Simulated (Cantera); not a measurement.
Cantera run:

```python
import numpy as np
import cantera as ct

gas_names = """
    H HO2 H2 H2O H2O2 O OH O2 O3 Si SiH SiH2 SiH3 SiH4 SiO SiO2 Si2 Si3
""".split()
cond_names = """
    H2O(s) H2O(L) Si(cr) Si(L) SiO2(Lqz) SiO2(hqz) SiO2(L)
""".split()


# ... load() reads the species with a 1 bar reference pressure and builds the phases ...
atoms = {
    'SiH4': {'Si': 1, 'H': 4},
    'H2O': {'H': 2, 'O': 1},
}
top_T = {}  # K; cautious upper limits of use, not melting points


# ... equilibrate(T, P, feed) seeds the gas with the atoms and calls Mixture.equilibrate('TP', solver="vcs", rtol=1e-11, max_steps=5000) ...
results = []
feed = {'SiH4': 1, 'H2O': 0.38}  # mol
T = 525  # K
P = 100000  # Pa
mix = equilibrate(T, P, feed)
results.append((T, P, feed, dict(zip(mix.species_names, mix.species_moles))))
print(gas.report(threshold=1e-06))
for i in range(1, mix.n_phases):
    print(f"{mix.phase(i).name:16s} {mix.phase_moles(i):12.5e} mol")
```

Result:

```
       temperature   525 K
          pressure   1e+05 Pa
           density   0.046185 kg/m^3
  mean mol. weight   2.016 kg/kmol
   phase of matter   gas

                          1 kg             1 kmol
                     ---------------   ---------------
          enthalpy        3.2876e+06        6.6277e+06  J
   internal energy        1.1223e+06        2.2626e+06  J
           entropy             73016         1.472e+05  J/K
    Gibbs function       -3.5046e+07       -7.0652e+07  J
 heat capacity c_p             14525             29283  J/K
 heat capacity c_v             10401             20968  J/K

                      mass frac. Y      mole frac. X     chem. pot. / RT
                     ---------------   ---------------   ---------------
                H2                 1                 1           -16.186
     [  +17 minor]        4.2348e-07        2.6582e-08

H2O(L)            0.00000e+00 mol
Si(cr)            8.10000e-01 mol
SiO2(Lqz)         1.90000e-01 mol
```

Equilibrium computed with Cantera from the NASA thermochemical tables; the gas is ideal and each condensed phase is pure.
